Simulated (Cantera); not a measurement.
A Cantera script and what it prints.

```python
import numpy as np
import cantera as ct

gas_names = """
    Br Br2 H HBr HNO HNO2 HNO3 HO2 H2 H2O H2O2 Mg MgBr MgBr2 MgH MgN MgO MgOH MgO2H2 Mg2 N NH NH2 NH3
    NH2OH NO NO2 NO3 N2 N2H2 N2H4 N2O O OH O2 O3
""".split()
cond_names = """
    Br2(cr) Br2(L) H2O(s) H2O(L) Mg(cr) Mg(L) MgBr2(s) MgBr2(L) MgO(s) MgO(L) MgO2H2(s)
""".split()


# ... load() reads the species with a 1 bar reference pressure and builds the phases ...
atoms = {
    'MgO': {'Mg': 1, 'O': 1},
    'Br2': {'Br': 2},
    'N2': {'N': 2},
    'H2O': {'H': 2, 'O': 1},
}
top_T = {}  # K; cautious upper limits of use, not melting points


# ... equilibrate(T, P, feed) seeds the gas with the atoms and calls Mixture.equilibrate('TP', solver="vcs", rtol=1e-11, max_steps=5000) ...
results = []
feed = {'MgO': 1, 'Br2': 0.034, 'N2': 0.77, 'H2O': 0.038}  # mol
P = 44000  # Pa
for T in [1000, 1050, 1100, 1150, 1200, 1250, 1300, 1350, 1400, 1450, 1500, 1550]:
    mix = equilibrate(T, P, feed)
    results.append((T, P, feed, dict(zip(mix.species_names, mix.species_moles))))
    x = sorted(zip(gas.X, gas.species_names), reverse=True)
    print(f"T = {T:g} K  P = {P:g} Pa  gas = {mix.phase_moles(0):.4g} mol")
    print("   x: " + "  ".join(f"{s} {v:.3e}" for v, s in x if v > 0.0001))
    print("   condensed (mol): " + ("  ".join(f"{mix.phase(i).name} {mix.phase_moles(i):.4g}"
          for i in range(1, mix.n_phases) if mix.phase_moles(i) > 1e-12) or "none"))
```

Result:

```
T = 1000 K  P = 44000 Pa  gas = 0.8435 mol
   x: N2 9.128e-01  H2O 4.310e-02  Br2 3.752e-02  HBr 3.894e-03  Br 1.674e-03  O2 9.724e-04
   condensed (mol): MgO(s) 1
T = 1050 K  P = 44000 Pa  gas = 0.8443 mol
   x: N2 9.120e-01  H2O 4.238e-02  Br2 3.620e-02  HBr 5.254e-03  Br 2.884e-03  O2 1.311e-03
   condensed (mol): MgO(s) 1
T = 1100 K  P = 44000 Pa  gas = 0.8454 mol
   x: N2 9.108e-01  H2O 4.153e-02  Br2 3.445e-02  HBr 6.839e-03  Br 4.692e-03  O2 1.706e-03
   condensed (mol): MgO(s) 1
T = 1150 K  P = 44000 Pa  gas = 0.8469 mol
   x: N2 9.092e-01  H2O 4.056e-02  Br2 3.222e-02  HBr 8.612e-03  Br 7.242e-03  O2 2.148e-03
   condensed (mol): MgO(s) 1
T = 1200 K  P = 44000 Pa  gas = 0.8487 mol
   x: N2 9.072e-01  H2O 3.952e-02  Br2 2.948e-02  Br 1.064e-02  HBr 1.050e-02  O2 2.619e-03
   condensed (mol): MgO(s) 1
T = 1250 K  P = 44000 Pa  gas = 0.851 mol
   x: N2 9.048e-01  H2O 3.844e-02  Br2 2.626e-02  Br 1.491e-02  HBr 1.243e-02  O2 3.099e-03
   condensed (mol): MgO(s) 1
T = 1300 K  P = 44000 Pa  gas = 0.8536 mol
   x: N2 9.020e-01  H2O 3.738e-02  Br2 2.267e-02  Br 1.997e-02  HBr 1.426e-02  O2 3.561e-03
   condensed (mol): MgO(s) 1
T = 1350 K  P = 44000 Pa  gas = 0.8564 mol
   x: N2 8.991e-01  H2O 3.642e-02  Br 2.558e-02  Br2 1.887e-02  HBr 1.590e-02  O2 3.978e-03
   condensed (mol): MgO(s) 0.9999
T = 1400 K  P = 44000 Pa  gas = 0.8592 mol
   x: N2 8.961e-01  H2O 3.560e-02  Br 3.137e-02  HBr 1.724e-02  Br2 1.511e-02  O2 4.328e-03  MgBr2 1.534e-04  NO 1.109e-04
   condensed (mol): MgO(s) 0.9999
T = 1450 K  P = 44000 Pa  gas = 0.8619 mol
   x: N2 8.932e-01  Br 3.693e-02  H2O 3.498e-02  HBr 1.820e-02  Br2 1.163e-02  O2 4.594e-03  MgBr2 2.462e-04  NO 1.496e-04
   condensed (mol): MgO(s) 0.9998
T = 1500 K  P = 44000 Pa  gas = 0.8643 mol
   x: N2 8.908e-01  Br 4.190e-02  H2O 3.457e-02  HBr 1.877e-02  Br2 8.639e-03  O2 4.772e-03  MgBr2 3.657e-04  NO 1.961e-04
   condensed (mol): MgO(s) 0.9997
T = 1550 K  P = 44000 Pa  gas = 0.8663 mol
   x: N2 8.887e-01  Br 4.604e-02  H2O 3.436e-02  HBr 1.898e-02  Br2 6.231e-03  O2 4.867e-03  MgBr2 5.079e-04  NO 2.506e-04
   condensed (mol): MgO(s) 0.9996
```

Cantera equilibrium calculation (NASA polynomials, part measured and part estimated; ideal gas, pure solids and liquids).
